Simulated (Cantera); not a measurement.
Charge: 1 mol SiC, 0.0013 mol O₂, 330 mol N₂, 0.97 mol CO₂, at 1075 K and 75.0 Torr.

Method: chemical equilibrium by Gibbs-energy minimisation in Cantera with the NASA 1993 tables (ideal gas, pure condensed phases). Candidate condensed phases: C, Si, SiC, SiO₂, Si₂N₂O, Si₃N₄; 34 gas species. N₂ is the only nitrogen source here; it is nearly inert below about 1500 K, so the nitride shown seldom forms there in practice. Rates play no part.

Base state: N₂ 0.996, CO 0.00436 (mole fractions); condensed: C(graphite) + Si₂N₂O(s).

What changes in the equilibrium state with this change: temperature from 1075 K to 1875 K?


| species | before | after |
|---|---|---|
| N₂ | 0.996 | 0.994 |
| CO | 0.00436 | 0.00440 |
| SiO | <1e-9 | 0.00145 |
| Si | <1e-9 | 2.11e-5 |
| C(graphite), mol | 0.527 | 0 |
| Si₂N₂O(s), mol | 0.500 | 0 |
| SiC(s), mol | 0 | 0.509 |
